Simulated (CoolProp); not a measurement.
Vapour-liquid equilibrium of R125 (1) + cyclopropane (2) at 1.11 MPa; x and y are mole fractions of (1).

Model: multi-fluid Helmholtz-energy mixture model, Lemmon 2005 and Polt 1992; pair parameters Bell 2016, in CoolProp. This equation is an older, rougher fit; its heat capacities, sound speeds and derivatives of the liquid may be far off and weren't checked against measurements.

Give the bubble temperature and the first vapour's composition at x = 0.15, 0.65, 0.85. Is there an azeotrope?

x = 0.15: 299.7 K, y = 0.365; x = 0.65: 289.0 K, y = 0.695; x = 0.85: 288.8 K, y = 0.837. y crosses x between x = 0.75 and 0.85: the model has an azeotrope there.

Pair parameters are fitted to limited data, so mixtures are less certain than the pure fluids.
